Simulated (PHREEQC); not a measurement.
Solution (25 °C): 1.3 mmol/kgw NH4Cl, 4.4 mmol/kgw KBr and 0.19 mmol/kgw KHCO3. Closed to the air; pH follows from the charge balance.

Model: ion-association model, wateq4f.dat, run in PHREEQC.

This is a speciation only: nothing precipitates in the calculation.

Question: Order these C species by the share of C that they hold, largest first: HCO3-, CO2, CO3-2.

Answer: HCO3- (92 %), CO2 (8.3 %), CO3-2 (0.12 %)

The pH is 7.36 and the ionic strength 0.00588 mol/kgw.
